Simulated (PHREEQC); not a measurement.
**Acid mine or pickling water: speciation**

Model water analysis in mmol/kgw, 25 °C, pH 1.89, pe 10.8:

```json
[
 {"constituent": "Na", "mmol/kgw": "3.19"},
 {"constituent": "K", "mmol/kgw": "2.67"},
 {"constituent": "Ca", "mmol/kgw": "6.3"},
 {"constituent": "Mg", "mmol/kgw": "1.46"},
 {"constituent": "Cl", "mmol/kgw": "6.81"},
 {"constituent": "S(6)", "mmol/kgw": "20.1"},
 {"constituent": "Li", "mmol/kgw": "0.186"},
 {"constituent": "F", "mmol/kgw": "0.00632"},
 {"constituent": "Mn(2)", "mmol/kgw": "0.0682"},
 {"constituent": "Cu(2)", "mmol/kgw": "0.0548"}
]
```

Valence states are taken as typed.

All values are PHREEQC results (ion-association model, phreeqc.dat), not measurements.

Each row changes one thing in this solution. This is a speciation only: nothing precipitates in the calculation.

```
case                                               ionic strength (mol/kgw)  HSO4- (mol/kgw)  MgSO4 (mol/kgw)  CaHSO4+ (mol/kgw)  KSO4- (mol/kgw)  MnSO4 (mol/kgw)  SI of Gypsum (CaSO4:2H2O)  SI of Fluorite (CaF2)
-------------------------------------------------  ------------------------  ---------------  ---------------  -----------------  ---------------  ---------------  -------------------------  ---------------------
as made                                                              0.0490          0.00724         0.000510           0.000181          8.47e-5          1.95e-5                      -0.42                  -5.10
F from 0.00632 to 0.0126 mmol/kgw                                    0.0490          0.00724         0.000510           0.000181          8.47e-5          1.95e-5                      -0.42                  -4.50
temperature from 25 to 10 °C at the same typed pH                    0.0512          0.00603         0.000422           0.000152          7.32e-5          1.72e-5                      -0.36                  -4.69
Cl from 6.81 to 3.4 mmol/kgw                                         0.0471          0.00726         0.000515           0.000183          8.52e-5          1.98e-5                      -0.42                  -5.10
```

Constants without temperature data keep their 25 °C values here.
